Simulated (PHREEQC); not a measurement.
Metal-bearing waste water: speciation

Consider water at 15 °C with 23 mmol/kgw FeCl3 and 4.3 mmol/kgw NaCl. Closed to the air; pH follows from the charge balance.

The numbers come from PHREEQC with the ion-association model, phreeqc.dat.

Each row changes one thing in this solution. This is a speciation only: nothing precipitates in the calculation.

```tsv
case	pH	ionic strength (mol/kgw)	Cl- (mol/kgw)
as made	2.19	0.119	0.0668
diluted 100-fold with water	3.53	0.000904	0.000733
temperature from 15 to 75 °C	1.94	0.105	0.0664
FeCl3 left out	7.17	0.00430	0.00430
temperature from 15 to 5 °C	2.26	0.122	0.0673
FeCl3 from 0.023 to 0.0115 mol/kgw	2.38	0.0634	0.0369
temperature from 15 to 90 °C	1.90	0.103	0.0669
NaCl left out	2.19	0.115	0.0628
diluted 5-fold with water	2.63	0.0242	0.0143
```

Some of these states are supersaturated (in Hematite (slow to form), Goethite (slow to form), for instance). Away from 25 °C the constants follow the database's enthalpies or fits; those with neither stay at their 25 °C values.
